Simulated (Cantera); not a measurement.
A Cantera script and its output.

```python
import numpy as np
import cantera as ct

gas = ct.Solution("gri30.yaml")
gas.TPX = 1450, 25000, {'CH4': 1, 'N2': 5.5}
reactor = ct.IdealGasConstPressureReactor(gas, energy="off", clone=False)
net = ct.ReactorNet([reactor])
net.rtol, net.atol = 1e-08, 1e-18
show = ['CH4', 'H2', 'C2H', 'C2H4', 'C2H6', 'CH3', 'C2H2']
times = np.geomspace(3e-05, 100, 14)

steps = ct.SolutionArray(gas, extra=["t"])
rows = []
print(f"{'t/s':>10s}{'T/K':>9s}{'P/Pa':>11s}" + "".join(f"{s:>11s}" for s in show))
for t in times:
    while net.time < t:
        t_next = net.step()
        steps.append(gas.state, t=t_next)
    rows.append([np.interp(t, steps.t, y) for y in (steps.T, steps.P, *steps(*show).X.T)])
    print(f"{t:10.3e}{rows[-1][0]:9.1f}{rows[-1][1]:11.4g}" + "".join(f"{x:11.3e}" for x in rows[-1][2:]))
rate = np.gradient(steps.T, steps.t)
print("integrator steps:", len(steps.t))
if steps.T.max() > steps.T[0] + 200:
    print(f"time of steepest temperature rise: {steps.t[rate.argmax()]:.4e} s")
gas.TPX = 1450, 25000, {'CH4': 1, 'N2': 5.5}
gas.equilibrate("TP")
print(f"equilibrium (TP): T = {gas.T:.1f} K  " + "  ".join(f"{s} {gas[s].X[0]:.3e}" for s in show))
```

It prints:

```
       t/s      T/K       P/Pa        CH4         H2        C2H       C2H4       C2H6        CH3       C2H2
 3.000e-05   1450.0    2.5e+04  1.538e-01  1.423e-07  1.170e-26  3.515e-13  2.226e-12  2.924e-07  5.075e-18
 9.525e-05   1450.0    2.5e+04  1.538e-01  4.687e-07  6.837e-24  1.715e-11  7.534e-11  9.450e-07  8.671e-16
 3.024e-04   1450.0    2.5e+04  1.538e-01  1.506e-06  2.775e-21  6.315e-10  2.418e-09  3.013e-06  1.079e-13
 9.603e-04   1450.0    2.5e+04  1.538e-01  4.837e-06  1.019e-18  2.087e-08  7.476e-08  9.448e-06  1.247e-11
 3.049e-03   1450.0    2.5e+04  1.538e-01  1.642e-05  3.357e-16  5.880e-07  1.912e-06  2.666e-05  1.407e-09
 9.681e-03   1450.0    2.5e+04  1.537e-01  6.731e-05  2.979e-14  9.450e-06  2.238e-05  5.138e-05  1.075e-07
 3.074e-02   1450.0    2.5e+04  1.533e-01  3.403e-04  6.445e-13  9.179e-05  1.009e-04  8.375e-05  4.627e-06
 9.760e-02   1450.0    2.5e+04  1.514e-01  2.155e-03  1.400e-11  6.838e-04  2.466e-04  1.220e-04  1.599e-04
 3.099e-01   1450.0    2.5e+04  1.438e-01  1.118e-02  1.506e-10  1.815e-03  2.265e-04  1.170e-04  2.421e-03
 9.839e-01   1450.0    2.5e+04  1.262e-01  3.470e-02  5.241e-10  1.231e-03  1.221e-04  8.847e-05  1.069e-02
 3.124e+00   1450.0    2.5e+04  9.428e-02  7.672e-02  1.095e-09  7.307e-04  5.158e-05  6.014e-05  2.506e-02
 9.919e+00   1450.0    2.5e+04  5.086e-02  1.332e-01  1.959e-09  8.319e-04  1.408e-05  3.340e-05  4.382e-02
 3.149e+01   1450.0    2.5e+04  1.730e-02  1.765e-01  3.081e-09  1.228e-03  2.264e-06  1.353e-05  5.802e-02
 1.000e+02   1450.0    2.5e+04  7.879e-03  1.886e-01  3.689e-09  1.382e-03  8.691e-07  6.913e-06  6.196e-02
integrator steps: 1522
equilibrium (TP): T = 1450.0 K  CH4 5.373e-03  H2 1.925e-01  C2H 1.756e-09  C2H4 6.736e-04  C2H6 4.150e-07  CH3 4.695e-06  C2H2 2.960e-02
```

Cantera simulation using GRI-Mech 3.0 (53 species, 325 reactions); the numbers are that mechanism's predictions, not measurements. GRI-Mech 3.0 stops at C3 and has no aromatics, soot or wall deposition, so with more carbon than oxygen in the feed, carbon stays in small species such as C2H2 where larger ones or solid carbon would form.
